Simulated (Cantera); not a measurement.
A closed system holds: 1 mol CaCO3, 0.035 mol H2, equilibrated at 1375 K and 0.000150 bar.

Cantera equilibrium calculation (NASA polynomials, part measured and part estimated; ideal gas, pure solids and liquids). Candidate condensed phases: C, C6H6, C7H8, C8H18, Ca, CaCO3, CaO, Ca(OH)2, H2O; 115 gas species. The numbers say what is thermodynamically allowed, not how fast it happens.

Base state: CO2 0.933, CO 0.0332, H2O 0.0332, H2 0.000573 (mole fractions); condensed: CaO(s).

**Question.** What changes in the equilibrium state with this change: H2 from 0.035 to 0.16 mol?

**Answer.** 
| species | before | after |
|---|---|---|
| CO2 | 0.933 | 0.735 |
| CO | 0.0332 | 0.127 |
| H2O | 0.0332 | 0.127 |
| H2 | 0.000573 | 0.0107 |
| H | 6.70e-6 | 2.89e-5 |
| CaO(s), mol | 1.00 | 1.00 |
